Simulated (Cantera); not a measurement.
Input: 1 mol MgO, 0.025 mol C, 0.17 mol H₂, held at 2352 °C and 0.120 bar.

Cantera equilibrium calculation (NASA polynomials, part measured and part estimated; ideal gas, pure solids and liquids). Candidate condensed phases: C, C₆H₆, C₇H₈, C₈H₁₈, H₂O, Mg, MgCO₃, MgO, Mg(OH)₂; 116 gas species. The tables' values for MgH are old estimates; treat these amounts as uncertain. The numbers say what is thermodynamically allowed, not how fast it happens.

Base state: H₂ 0.394, Mg 0.262, H₂O 0.161, CO 0.0832, H 0.0769, OH 0.00744, MgOH 0.00637, CO₂ 0.00518 (mole fractions); condensed: MgO(s).

Problem. What changes in the equilibrium state with this change: temperature from 2352 °C to 1602 °C?

Solution. 
```csv
species,before,after
H₂,0.394,0.771
CO,0.0832,0.114
Mg,0.262,0.113
H₂O,0.161,0.000128
H,0.0769,0.00166
O,0.000937,<1e-9
OH,0.00744,2.15e-8
Mg(OH)₂,0.000277,1.72e-9
O₂,0.000155,<1e-9
MgO,0.00191,1.25e-8
"MgO(s), mol",0.923,0.975
```

Problem. What changes in the equilibrium state with this change: temperature from 2352 °C to 1925 °C?

Solution. 
```json
[
 {"species": "H₂", "before": "0.394", "after": "0.742"},
 {"species": "Mg", "before": "0.262", "after": "0.121"},
 {"species": "CO", "before": "0.0832", "after": "0.111"},
 {"species": "H₂O", "before": "0.161", "after": "0.0101"},
 {"species": "H", "before": "0.0769", "after": "0.0138"},
 {"species": "O₂", "before": "0.000155", "after": "1.95e-9"},
 {"species": "O", "before": "0.000937", "after": "3.40e-7"},
 {"species": "MgO", "before": "0.00191", "after": "5.92e-6"},
 {"species": "OH", "before": "0.00744", "after": "2.62e-5"},
 {"species": "MgO(s), mol", "before": "0.923", "after": "0.973"}
]
```
